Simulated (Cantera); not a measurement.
An adiabatic, constant-volume homogeneous reactor starts with 18.3 % CO, 4.21 % H2, 12.9 % O2, 48.7 % N2, 15.9 % H2O, at 1375 K and 0.440 bar.

Model: GRI-Mech 3.0 (53 species, 325 reactions), integrated in Cantera.

x: mole fraction; the columns are a selection and need not sum to one.

```
t (s)     T (K)  P (bar)    x CO    x H2    x O2  x H2O     x OH
--------  -----  -------  ------  ------  ------  -----  -------
9.00e-6    1375    0.440   0.183  0.0421   0.129  0.159  3.73e-8
2.10e-5    1375    0.440   0.183  0.0421   0.129  0.159  3.23e-7
4.90e-5    1375    0.440   0.183  0.0420   0.129  0.159  2.65e-5
0.000114    ___    0.515     ___     ___     ___  0.171      ___
0.000266   2270    0.690  0.0690  0.0176  0.0528  0.176   0.0222
0.000621   2572    0.765  0.0549  0.0116  0.0441  0.192   0.0207
0.00145    2611    0.775  0.0523  0.0108  0.0423  0.194   0.0201
0.00338    2609    0.774  0.0522  0.0108  0.0413  0.194   0.0199
0.00788    2604    0.773  0.0522  0.0108  0.0398  0.194   0.0195
0.0184     2601    0.771  0.0521  0.0108  0.0388  0.194   0.0192
0.0429     2601    0.771  0.0521  0.0108  0.0386  0.194   0.0191
0.100      2601    0.771  0.0521  0.0108  0.0386  0.194   0.0191
```

Complete the blanks.


- 0.000114, T (K): 1626
- 0.000114, x CO: 0.131
- 0.000114, x H2: 0.0148
- 0.000114, x O2: 0.0852
- 0.000114, x OH: 0.0109
